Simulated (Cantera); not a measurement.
A Cantera script and its output.

```python
import numpy as np
import cantera as ct

gas = ct.Solution("gri30.yaml")
gas.TPX = 625, 1300000, {'CH4': 1, 'C2H6': 1, 'C3H8': 0.21, 'O2': 7.2, 'N2': 27.1}
inlet = ct.Reservoir(gas, clone=True)
gas.equilibrate("HP")  # start burning
reactor = ct.IdealGasConstPressureReactor(gas, energy="on", clone=False)
exhaust = ct.Reservoir(gas, clone=True)
tau = [0.11, 0.051, 0.022, 0.0099, 0.0044, 0.002, 0.00086, 0.00038, 0.00017, 7.5e-05][0]
for a, b in ((inlet, reactor), (reactor, exhaust)):
    ct.MassFlowController(a, b, mdot=lambda t: reactor.mass / tau)
net = ct.ReactorNet([reactor])
show = ['CH4', 'C2H6', 'C3H8', 'NO', 'O2', 'CH2O', 'C2H4']

rows = []
print(f"{'tau/s':>10s}{'T/K':>9s}" + "".join(f"{s:>11s}" for s in show))
for tau in [0.11, 0.051, 0.022, 0.0099, 0.0044, 0.002, 0.00086, 0.00038, 0.00017, 7.5e-05]:
    net.initial_time = 0.0
    net.advance(30 * tau)
    before = gas.X
    net.advance(40 * tau)
    drift = np.max(np.abs(gas.X - before) / (gas.X + 1e-9))
    rows.append([gas.T, *gas[show].X, drift])
    print(f"{tau:10.3e}{gas.T:9.1f}" + "".join(f"{x:11.3e}" for x in gas[show].X))
```

Output:

```
     tau/s      T/K        CH4       C2H6       C3H8         NO         O2       CH2O       C2H4
 1.100e-01   2403.9  1.025e-07  9.035e-09  2.456e-09  4.737e-03  1.677e-02  3.826e-08  3.626e-08
 5.100e-02   2404.4  2.185e-07  1.937e-08  5.265e-09  4.316e-03  1.699e-02  8.199e-08  7.761e-08
 2.200e-02   2405.1  4.952e-07  4.446e-08  1.207e-08  3.583e-03  1.738e-02  1.877e-07  1.774e-07
 9.900e-03   2405.4  1.064e-06  9.753e-08  2.642e-08  2.700e-03  1.789e-02  4.085e-07  3.867e-07
 4.400e-03   2403.9  2.274e-06  2.163e-07  5.817e-08  1.828e-03  1.849e-02  8.860e-07  8.474e-07
 2.000e-03   2398.7  4.629e-06  4.687e-07  1.241e-07  1.179e-03  1.916e-02  1.830e-06  1.796e-06
 8.600e-04   2386.5  9.451e-06  1.067e-06  2.737e-07  7.349e-04  2.009e-02  3.790e-06  3.913e-06
 3.800e-04   2365.2  1.793e-05  2.340e-06  5.709e-07  4.820e-04  2.141e-02  7.248e-06  7.960e-06
 1.700e-04   2332.9  3.283e-05  5.002e-06  1.142e-06  3.284e-04  2.328e-02  1.321e-05  1.516e-05
 7.500e-05   2286.9  6.186e-05  1.076e-05  2.278e-06  2.239e-04  2.595e-02  2.427e-05  2.772e-05
```

Computed with Cantera and GRI-Mech 3.0 (53 species, 325 reactions). The pressure lies above the range GRI-Mech 3.0 was tuned for (to about 10 atm).
